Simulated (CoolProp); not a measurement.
Computed with CoolProp (reference Helmholtz-energy equation of state, Span 2000).

**Question.** For nitrogen, give the phase and the Joule-Thomson coefficient (K/MPa), viscosity (µPa s), Prandtl number at -112.45 °C and 0.144 MPa.

**Answer.** 
- -112.45 °C and 0.144 MPa: gas; Joule-Thomson coefficient 6.88, viscosity 10.7, Prandtl number 0.752

Viscosity comes from a separate model (Lemmon 2004). Thermal conductivity comes from a separate model (Lemmon 2004).
